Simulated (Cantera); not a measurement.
## Premixed flame

A freely propagating, adiabatic, planar premixed flame of H2 : O2 : N2 = 1 : 0.417 : 1.21 (molar parts), equivalence ratio 1.2, unburnt at 650 K and 460000 Pa; mixture-averaged transport, grid criteria slope 0.08 and curve 0.16, no radiation.

Detailed kinetics in Cantera: the H2/O2 subset of GRI-Mech 3.0, which has no nitrogen chemistry. The hydrogen kinetics of GRI-Mech 3.0 are dated; newer H2 mechanisms differ, most at raised pressure. Burning velocities carry a grid error of a few per cent, more on coarse grids.

| z (mm) | T (K) | u (m/s) | x H2 | x O2 | x H | x H2O2 | x H2O | x OH |
|---|---|---|---|---|---|---|---|---|
| -0.188 | 650 | 12.2 | 0.381 | 0.159 | <1e-8 | <1e-8 | <1e-8 | <1e-8 |
| -0.126 | 650 | 12.2 | 0.381 | 0.159 | <1e-8 | <1e-8 | <1e-8 | <1e-8 |
| -0.0942 | 650 | 12.2 | 0.381 | 0.159 | <1e-8 | <1e-8 | <1e-8 | <1e-8 |
| -0.0628 | 650 | 12.2 | 0.381 | 0.159 | <1e-8 | <1e-8 | 4.76e-7 | <1e-8 |
| -0.0314 | 672 | 12.5 | 0.375 | 0.159 | 0.000120 | 5.30e-6 | 0.000745 | 4.92e-5 |
| -0.0157 | 940 | 16.9 | 0.333 | 0.154 | 0.00618 | 4.85e-5 | 0.0244 | 0.00146 |
| 0 | 1455 | 25.2 | 0.223 | 0.109 | 0.0370 | 1.47e-5 | 0.123 | 0.00588 |
| 0.0157 | 1819 | 31.0 | 0.127 | 0.0483 | 0.0620 | 4.10e-6 | 0.232 | 0.0146 |
| 0.0314 | 2001 | 33.9 | 0.0970 | 0.0244 | 0.0630 | 2.58e-6 | 0.274 | 0.0202 |
| 0.0628 | 2189 | 36.6 | 0.0893 | 0.0148 | 0.0518 | 1.59e-6 | 0.294 | 0.0235 |
| 0.126 | 2375 | 39.2 | 0.0878 | 0.0107 | 0.0378 | 1.08e-6 | 0.310 | 0.0237 |
| 0.251 | 2541 | 41.4 | 0.0849 | 0.00721 | 0.0259 | 8.17e-7 | 0.326 | 0.0216 |
| 0.502 | 2670 | 43.1 | 0.0814 | 0.00453 | 0.0176 | 6.44e-7 | 0.340 | 0.0182 |
x: mole fraction of selected species; z is measured from the peak of heat release.

```
Property                     Result
------------------------  ---------
laminar burning velocity  1220 cm/s
thermal thickness         0.0628 mm
peak x(H)                    0.0644
peak x(H2O2)                4.91e-5
peak x(OH)                   0.0239
grid points                     129
```
